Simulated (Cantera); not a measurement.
A freely propagating, adiabatic, planar premixed flame of CH4 : C2H6 : C3H8 : O2 : N2 = 1 : 1 : 0.041 : 5.82 : 21.9 (molar parts), equivalence ratio 0.98, unburnt at 525 K and 0.250 bar; mixture-averaged transport, grid criteria slope 0.08 and curve 0.16, no radiation.

Model: GRI-Mech 3.0 (53 species, 325 reactions), integrated in Cantera. Burning velocities carry a grid error of a few per cent, more on coarse grids.

How do the results move with these cheaper or finer settings: unity-Lewis-number transport; multicomponent transport; multicomponent+Soret transport; grid criteria slope 0.5, curve 1; grid criteria slope 0.25, curve 0.5; grid criteria slope 0.03, curve 0.06?


```
setting                               laminar burning velocity  thermal thickness  peak x(C2H4)  peak x(C2H2)  grid points
------------------------------------  ------------------------  -----------------  ------------  ------------  -----------
as above                                              130 cm/s            1.10 mm       0.00337      0.000643          159
unity-Lewis-number transport                         89.0 cm/s            1.33 mm       0.00264      0.000414          152
multicomponent transport                              130 cm/s            1.11 mm       0.00341      0.000650          159
multicomponent+Soret transport                        129 cm/s            1.11 mm       0.00343      0.000633          159
grid criteria slope 0.5, curve 1                      142 cm/s            1.27 mm       0.00313      0.000600           51
grid criteria slope 0.25, curve 0.5                   136 cm/s            1.14 mm       0.00338      0.000640           67
grid criteria slope 0.03, curve 0.06                  128 cm/s            1.08 mm       0.00340      0.000645          361
```
The base run took roughly 40 core-seconds.
Unity Lewis numbers drop preferential diffusion, which matters most where H2 and H carry the flame; Soret adds thermal diffusion.
